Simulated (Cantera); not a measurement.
Charge: 1 mol B₂H₆, 0.073 mol H₂O, at 702 °C and 620 Pa.

Cantera equilibrium calculation (NASA polynomials, part measured and part estimated; ideal gas, pure solids and liquids). Candidate condensed phases: B, B₂O₃, B₃O₃H₃, H₂O; 23 gas species. The feed counts by its element totals alone. Rates play no part.

Base state: H₂ 1.000, B₃O₃H₃ 0.000465 (mole fractions); condensed: B(s) + B₂O₃(l).

Question: What changes in the equilibrium state with this change: temperature from 702 °C to 1102 °C?

Answer: 
```csv
species,before,after
H₂,1.000,0.988
HBO,6.07e-6,0.0102
B₂O₂,2.55e-9,0.00115
B₂O₃,<1e-9,0.000212
BO,<1e-9,1.42e-5
HBO₂,2.19e-8,0.000188
"B(s), mol",1.95,1.94
"B₂O₃(l), mol",0.0229,0.00867
```
Mutual solubility and eutectic melting of coexisting phases are not modelled.
